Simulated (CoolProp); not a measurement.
A simple Rankine cycle with n-perfluorobutane: condensing at 306.15 K, boiler at 1.42 MPa, turbine inlet 449 K, turbine efficiency 0.7, pump efficiency 0.6, no recuperator. Each further row changes one setting.

The numbers come from the reference Helmholtz-energy equation of state, Gao 2022 in CoolProp.

```
case                             thermal efficiency (%)  net work (kJ/kg)  heat in (kJ/kg)  turbine exit temperature (K)  volume ratio over the turbine
-------------------------------  ----------------------  ----------------  ---------------  ----------------------------  -----------------------------
as stated                                           6.0              12.8              213                         428.6                           4.36
condensing temperature 298.15 K                     6.8              15.2              223                         425.6                           5.59
boiler pressure 0.994 MPa                           4.6              10.1              216                         434.5                           2.97
turbine efficiency 0.6                              5.1              10.8              213                         430.7                           4.38
```
